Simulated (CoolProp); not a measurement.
CF4 (R14) along the isobar 18.4 bar: Z from the reference equation and from simpler models built on Tc = -45.8 °C, pc = 37.62 bar, ω = 0.178; each cubic takes its own stable root.

Computed with CoolProp (reference Helmholtz-energy equation of state, Platzer 1990). This equation is an older, rougher fit.

```json
[
 {"T (°C)": "-54.45", "phase": "gas", "reference": "0.7767"},
 {"T (°C)": "-23.25", "phase": "gas", "reference": "0.8681"},
 {"T (°C)": "8.05", "phase": "gas", "reference": "0.9152"},
 {"T (°C)": "39.35", "phase": "gas", "reference": "0.9438"},
 {"T (°C)": "70.55", "phase": "gas", "reference": "0.9627"},
 {"T (°C)": "101.85", "phase": "gas", "reference": "0.9758"},
 {"T (°C)": "133.05", "phase": "gas", "reference": "0.9853"},
 {"T (°C)": "164.35", "phase": "gas", "reference": "0.9923"},
 {"T (°C)": "195.55", "phase": "gas", "reference": "0.9975"},
 {"T (°C)": "226.85", "phase": "gas", "reference": "1.002"}
]
```

Question: How far does each simpler model (Pitzer virial, Redlich-Kwong, Peng-Robinson) lie from the reference over these 10 states: mean and median of the absolute difference, and the worst?

Answer: 
- Pitzer virial: mean 0.7 %, median 0.3 %, worst +4.0 % at -54.45 °C and 18.4 bar
- Redlich-Kwong: mean 0.8 %, median 0.9 %, worst -1.1 % at 226.85 °C and 18.4 bar
- Peng-Robinson: mean 0.9 %, median 0.6 %, worst -2.3 % at -54.45 °C and 18.4 bar
